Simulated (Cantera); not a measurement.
An isothermal, constant-pressure homogeneous reactor starts with C₂H₄ : H₂ = 1 : 1.4 (molar parts), at 1275 K and 0.0133 bar. Integrator tolerance rtol = 1e-08.

Detailed kinetics in Cantera: GRI-Mech 3.0 (53 species, 325 reactions). GRI-Mech 3.0 was tuned for natural gas; its chemistry of ethylene as a main component is partial and can be far from experiment. GRI-Mech 3.0 stops at C3 and has no aromatics, soot or wall deposition, so with more carbon than oxygen in the feed, carbon stays in small species such as C2H2 where larger ones or solid carbon would form. Radical loss at walls, strong at low pressure, is not modelled.

**Question.** What does this change do: C2H4 1 to 2.4 parts?

**Answer.** 
```csv
quantity,before,after
x(C₂H₄) at 60.0 s,0.0106 (gas-phase equilibrium 0.00967),0.0122 (gas-phase equilibrium 0.0112)
x(H₂) at 60.0 s,0.700 (gas-phase equilibrium 0.659),0.605 (gas-phase equilibrium 0.563)
x(CH₄) at 60.0 s,0.00341 (gas-phase equilibrium 0.0553),0.00331 (gas-phase equilibrium 0.0509)
x(H) at 60.0 s,7.49e-6 (gas-phase equilibrium 5.22e-6),6.67e-6 (gas-phase equilibrium 4.82e-6)
x(C₂H₂) at 60.0 s,0.286 (gas-phase equilibrium 0.276),0.379 (gas-phase equilibrium 0.374)
```

**Question.** What does this change do: pressure from 0.0133 bar to 0.0210 bar?

**Answer.** 
```csv
quantity,before,after
x(C₂H₄) at 60.0 s,0.0106 (gas-phase equilibrium 0.00967),0.0162 (gas-phase equilibrium 0.0143)
x(H₂) at 60.0 s,0.700 (gas-phase equilibrium 0.659),0.695 (gas-phase equilibrium 0.637)
x(CH₄) at 60.0 s,0.00341 (gas-phase equilibrium 0.0553),0.00715 (gas-phase equilibrium 0.0815)
x(H) at 60.0 s,7.49e-6 (gas-phase equilibrium 5.22e-6),7.26e-6 (gas-phase equilibrium 4.09e-6)
x(C₂H₂) at 60.0 s,0.286 (gas-phase equilibrium 0.276),0.281 (gas-phase equilibrium 0.267)
```
